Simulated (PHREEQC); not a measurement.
1 kg of water holding 0.023 mol MgBr2 and 0.0028 mol CaSO4 is evaporated at 25 °C; the solids stay in contact with the brine. CO2 from the air is kept out. The run lets Brucite, Epsomite, Gypsum, Anhydrite, Hexahydrite, Kieserite, Portlandite precipitate or redissolve, and no other solid.

All values are PHREEQC results (Pitzer model, pitzer.dat), not measurements.

Question: Predict ionic strength, Ca in solution (mol/kgw) at water left (kg) = 0.4563, 0.1156, 0.07809, 0.05275, 0.02926.

Answer: 
```csv
water left (kg),ionic strength,Ca in solution (mol/kgw)
0.4563,0.176,0.00614
0.1156,0.694,0.0242
0.07809,1.03,0.0359
0.05275,1.52,0.0530
0.02926,2.60,0.0606
```
